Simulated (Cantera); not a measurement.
What does this Cantera script print?

```python
import numpy as np
import cantera as ct

gas = ct.Solution("gri30.yaml")
gas.TPX = 1275, 1000000, {'CH4': 1, 'H2': 0.11, 'O2': 2.85, 'N2': 26.8}
reactor = ct.IdealGasReactor(gas, energy="on", clone=False)
net = ct.ReactorNet([reactor])
net.rtol, net.atol = 1e-08, 1e-16
show = ['CH4', 'H2', 'O2', 'C2H6', 'CH2', 'NO2', 'O']
times = np.geomspace(1e-06, 0.5, 14)

steps = ct.SolutionArray(gas, extra=["t"])
rows = []
print(f"{'t/s':>10s}{'T/K':>9s}{'P/Pa':>11s}" + "".join(f"{s:>11s}" for s in show))
for t in times:
    while net.time < t:
        t_next = net.step()
        steps.append(gas.state, t=t_next)
    rows.append([np.interp(t, steps.t, y) for y in (steps.T, steps.P, *steps(*show).X.T)])
    print(f"{t:10.3e}{rows[-1][0]:9.1f}{rows[-1][1]:11.4g}" + "".join(f"{x:11.3e}" for x in rows[-1][2:]))
rate = np.gradient(steps.T, steps.t)
print("integrator steps:", len(steps.t))
if steps.T.max() > steps.T[0] + 200:
    print(f"time of steepest temperature rise: {steps.t[rate.argmax()]:.4e} s")
gas.TPX = 1275, 1000000, {'CH4': 1, 'H2': 0.11, 'O2': 2.85, 'N2': 26.8}
gas.equilibrate("UV")
print(f"equilibrium (UV): T = {gas.T:.1f} K  " + "  ".join(f"{s} {gas[s].X[0]:.3e}" for s in show))
```

It prints:

```
       t/s      T/K       P/Pa        CH4         H2         O2       C2H6        CH2        NO2          O
 1.000e-06   1275.0      1e+06  3.251e-02  3.576e-03  9.265e-02  9.119e-15  1.281e-17  3.535e-26  6.669e-11
 2.744e-06   1275.0      1e+06  3.251e-02  3.576e-03  9.265e-02  2.086e-13  5.446e-17  1.251e-24  8.754e-11
 7.529e-06   1275.0      1e+06  3.251e-02  3.576e-03  9.265e-02  4.727e-12  3.056e-16  3.858e-23  1.440e-10
 2.066e-05   1275.0      1e+06  3.251e-02  3.576e-03  9.265e-02  1.185e-10  2.573e-15  1.440e-21  3.284e-10
 5.669e-05   1275.0      1e+06  3.251e-02  3.576e-03  9.265e-02  4.241e-09  3.863e-14  8.170e-20  1.137e-09
 1.556e-04   1275.0      1e+06  3.250e-02  3.573e-03  9.265e-02  3.951e-07  2.013e-12  1.302e-17  8.224e-09
 4.269e-04   1276.4  1.001e+06  3.233e-02  3.542e-03  9.252e-02  3.641e-05  5.270e-11  7.977e-15  4.491e-08
 1.171e-03   1294.5  1.015e+06  3.035e-02  3.576e-03  9.090e-02  3.655e-04  7.855e-10  1.159e-12  2.132e-07
 3.214e-03   2201.0  1.724e+06  2.438e-20  1.181e-04  2.566e-02  1.043e-34  1.052e-20  2.489e-07  1.056e-04
 8.819e-03   2199.9  1.723e+06  2.183e-20  1.177e-04  2.548e-02  1.285e-37  8.386e-21  9.432e-07  1.045e-04
 2.420e-02   2197.4  1.721e+06  2.124e-20  1.170e-04  2.504e-02  1.199e-37  7.936e-21  2.549e-06  1.020e-04
 6.641e-02   2193.0  1.718e+06  2.023e-20  1.157e-04  2.428e-02  1.021e-37  7.193e-21  5.277e-06  9.779e-05
 1.822e-01   2189.4  1.715e+06  1.945e-20  1.147e-04  2.367e-02  3.767e-37  6.634e-21  7.446e-06  9.443e-05
 5.000e-01   2188.8  1.715e+06  1.933e-20  1.145e-04  2.357e-02  9.607e-38  6.549e-21  7.788e-06  9.391e-05
integrator steps: 1985
time of steepest temperature rise: 1.5751e-03 s
equilibrium (UV): T = 2188.8 K  CH4 2.897e-20  H2 1.145e-04  O2 2.357e-02  C2H6 1.537e-37  CH2 1.144e-20  NO2 7.790e-06  O 9.391e-05
```

Computed with Cantera and GRI-Mech 3.0 (53 species, 325 reactions).
